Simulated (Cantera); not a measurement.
Charge: 1 mol BN, 7.2 mol O₂, 1.8 mol N₂, equilibrated at 1425 K and 17.0 mbar.

Equilibrium computed with Cantera from the NASA thermochemical tables; the gas is ideal and each condensed phase is pure. Candidate condensed phases: B, BN, B₂O₃; 17 gas species. The numbers say what is thermodynamically allowed, not how fast it happens.

Question: What is the equilibrium state?

Answer: 
| Quantity | Result |
|---|---|
| x(O₂) | 0.736 |
| x(N₂) | 0.262 |
| x(NO) | 0.000899 |
| x(B₂O₃) | 0.000253 |
| x(BO₂) | 5.40e-5 |
| x(O) | 9.13e-6 |
| x(NO₂) | 1.50e-6 |
| n(B₂O₃(l)) | 0.498 mol |
| gas amount | 8.753 mol |
| log10 activity of B(s) (absent) | -15.58 |
